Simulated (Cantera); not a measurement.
A perfectly stirred reactor is fed with 4.09 % CH₄, 0.131 % C₂H₆, 20.1 % O₂, 75.7 % N₂, equivalence ratio 0.43, at 1000000 Pa; it is adiabatic with a 375 K inlet, and is followed from long to short residence time, starting on the burning branch (τ in s: 0.29, 0.13, 0.056, 0.025, 0.011, 0.0048, 0.0021, 0.00092, 0.00041, 0.00018, 7.9e-05).

Model: GRI-Mech 3.0 (53 species, 325 reactions), integrated in Cantera.

Problem. Predict: blow-out, bracketed by the residence times tried; x(CH₄) at τ = 0.290 s; x(C₂H₆) at τ = 0.290 s; x(O₂) at τ = 0.290 s; x(CO) at τ = 0.290 s; x(CH₄) at τ = 4.80 ms; x(C₂H₆) at τ = 4.80 ms; x(O₂) at τ = 4.80 ms.

Solution. 
```json
{
  "blow_out_bracketed_by_the_residence_times_tried": "burning at 25.0 ms, out at 11.0 ms",
  "x(CH₄) at τ = 0.290 s": "4.27e-5",
  "x(C₂H₆) at τ = 0.290 s": "4.06e-7",
  "x(O₂) at τ = 0.290 s": "0.115",
  "x(CO) at τ = 0.290 s": "0.000325",
  "x(CH₄) at τ = 4.80 ms": "0.0409",
  "x(C₂H₆) at τ = 4.80 ms": "0.00131",
  "x(O₂) at τ = 4.80 ms": "0.201"
}
```
